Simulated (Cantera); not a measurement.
A diamond (100) surface in a fixed gas of H2 with x(CH4) = 0.0094, x(H) = 0.0022, x(CH3) = 1e-05, 0.0651 atm; coverages are run to steady state.

Model: the Harris–Goodwin 1993 mechanism for the reconstructed diamond (100) surface, integrated in Cantera.

θ: site fractions in the mechanism's names (c6HH fully hydrogenated, c6H* and c6*H radical sites, c6** diradical, c6HM methylated).

```json
[
 {"T (K)": "900", "growth (µm/h)": "0.205", "θ c6HH": "0.689", "θ c6H*": "0.0104", "θ c6*H": "0.291", "θ c6**": "0.00432", "θ c6HM": "0.00380"},
 {"T (K)": "975", "growth (µm/h)": "?", "θ c6HH": "?", "θ c6H*": "?", "θ c6*H": "?", "θ c6**": "?", "θ c6HM": "?"},
 {"T (K)": "1050", "growth (µm/h)": "0.352", "θ c6HH": "0.554", "θ c6H*": "0.0228", "θ c6*H": "0.408", "θ c6**": "0.0130", "θ c6HM": "0.00164"},
 {"T (K)": "1125", "growth (µm/h)": "0.278", "θ c6HH": "0.497", "θ c6H*": "0.0302", "θ c6*H": "0.452", "θ c6**": "0.0194", "θ c6HM": "0.000712"},
 {"T (K)": "1200", "growth (µm/h)": "?", "θ c6HH": "?", "θ c6H*": "?", "θ c6*H": "0.485", "θ c6**": "?", "θ c6HM": "?"},
 {"T (K)": "1275", "growth (µm/h)": "0.108", "θ c6HH": "0.410", "θ c6H*": "0.0457", "θ c6*H": "0.509", "θ c6**": "0.0346", "θ c6HM": "4.71e-5"},
 {"T (K)": "1350", "growth (µm/h)": "0.0981", "θ c6HH": "0.380", "θ c6H*": "0.0532", "θ c6*H": "0.524", "θ c6**": "0.0421", "θ c6HM": "1.10e-5"}
]
```

Question: Fill in the missing entries.

Answer: 
- 975, growth (µm/h): 0.297
- 975, θ c6HH: 0.619
- 975, θ c6H*: 0.0161
- 975, θ c6*H: 0.354
- 975, θ c6**: 0.00791
- 975, θ c6HM: 0.00263
- 1200, growth (µm/h): 0.158
- 1200, θ c6HH: 0.449
- 1200, θ c6H*: 0.0379
- 1200, θ c6**: 0.0269
- 1200, θ c6HM: 0.000200
